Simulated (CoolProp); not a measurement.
Values from CoolProp's reference Helmholtz-energy equation of state, Bücker 2006.

**Question.** Give the vapour pressure (MPa), liquid density (kg/m³), enthalpy of vaporisation (kJ/kg), vapour Z of saturated ethane at -73.95, -69.05, -59.15 °C.

**Answer.** 
```json
[
 {"T (°C)": "-73.95", "p (MPa)": "0.209", "liquid density (kg/m³)": "525", "enthalpy of vaporisation (kJ/kg)": "469", "vapour Z": "0.943"},
 {"T (°C)": "-69.05", "p (MPa)": "0.260", "liquid density (kg/m³)": "519", "enthalpy of vaporisation (kJ/kg)": "462", "vapour Z": "0.934"},
 {"T (°C)": "-59.15", "p (MPa)": "0.392", "liquid density (kg/m³)": "505", "enthalpy of vaporisation (kJ/kg)": "446", "vapour Z": "0.912"}
]
```
